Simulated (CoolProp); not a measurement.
A simple Rankine cycle with m-xylene: condensing at 332.15 K, boiler at 0.0431 MPa, turbine inlet 385 K, turbine efficiency 0.85, pump efficiency 0.8, no recuperator. Each further row changes one setting.

The numbers come from the reference Helmholtz-energy equation of state, Zhou 2012 in CoolProp.

```tsv
case	thermal efficiency (%)	net work (kJ/kg)	heat in (kJ/kg)	turbine exit temperature (K)	volume ratio over the turbine
as stated	10.1	46.1	457	352.0	6.36
turbine inlet 405 K	10.0	48.8	489	372.0	6.37
condensing temperature 324.15 K	11.5	54.5	472	345.8	9.05
boiler pressure 0.0302 MPa	8.3	38.1	458	358.2	4.51
turbine efficiency 0.75	8.9	40.7	457	355.8	6.44
```
